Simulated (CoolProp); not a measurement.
The fluid at 375.6 K and 0.86 MPa is throttled through a valve to 0.102 MPa with no heat exchange. The same conditions are run with several fluids, on thermodynamics alone (safety and materials aside).

Computed with CoolProp (reference Helmholtz-energy equation of state of each fluid (methanol: de Reuck 1993; 1,2-dichloroethane: Thol 2015; isohexane: Lemmon 2006; n-heptane: Span 2003; octamethylcyclotetrasiloxane (D4): Thol 2015)).

Q: Rank methanol, 1,2-dichloroethane, isohexane, n-heptane, octamethylcyclotetrasiloxane (D4) by temperature change (K), highest first.

A: octamethylcyclotetrasiloxane (D4) (+0.2), n-heptane (-3.8), 1,2-dichloroethane (-18.7), methanol (-37.8), isohexane (-42.0)

```json
[
 {"fluid": "methanol", "final phase": "two-phase, vapour fraction 0.104", "final density (kg/m³)": "11.7"},
 {"fluid": "1,2-dichloroethane", "final phase": "two-phase, vapour fraction 0.081", "final density (kg/m³)": "42.1"},
 {"fluid": "isohexane", "final phase": "two-phase, vapour fraction 0.330", "final density (kg/m³)": "9.98"},
 {"fluid": "n-heptane", "final phase": "two-phase, vapour fraction 0.033", "final density (kg/m³)": "91.3"},
 {"fluid": "octamethylcyclotetrasiloxane (D4)", "final phase": "liquid", "final density (kg/m³)": "860"}
]
```
